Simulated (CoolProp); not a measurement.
Vapour pressure (MPa) of n-perfluorohexane: the reference equation beside estimates from Tc = 448.0 K, pc = 1.742 MPa, ω = 0.497.

Computed with CoolProp (reference Helmholtz-energy equation of state, Gao 2022).

| T (K) | reference | Lee-Kesler | Peng-Robinson |
|---|---|---|---|
| 348.5 | ? | 0.1814 | 0.1811 |
| 354.6 | 0.2157 | 0.2168 | 0.2164 |
| 360.8 | 0.2565 | 0.2579 | 0.2575 |
| 367 | 0.3030 | 0.3047 | 0.3045 |
| 373.1 | 0.3546 | 0.3568 | 0.3568 |
| 379.3 | 0.4138 | 0.4164 | 0.4169 |
| 385.5 | 0.4801 | ? | 0.4845 |
| 391.6 | 0.5530 | ? | 0.5590 |
| 397.8 | 0.6355 | 0.6400 | 0.6433 |
| 404 | 0.7272 | ? | 0.7371 |
| 410.1 | 0.8270 | ? | 0.8393 |
| 416.3 | 0.9393 | 0.9469 | 0.9540 |
| 422.5 | 1.063 | 1.072 | 1.080 |
| 428.6 | 1.199 | 1.209 | 1.217 |
| 434.8 | 1.351 | 1.361 | 1.369 |

Q: Fill in the missing entries.

A: 
- 348.5, reference: 0.1806
- 385.5, Lee-Kesler: 0.4832
- 391.6, Lee-Kesler: 0.5568
- 404, Lee-Kesler: 0.7325
- 410.1, Lee-Kesler: 0.8334

Absolute difference from the reference over all 15 rows, mean and median: Lee-Kesler 0.7 and 0.7 %, Peng-Robinson 1.0 and 1.1 %.
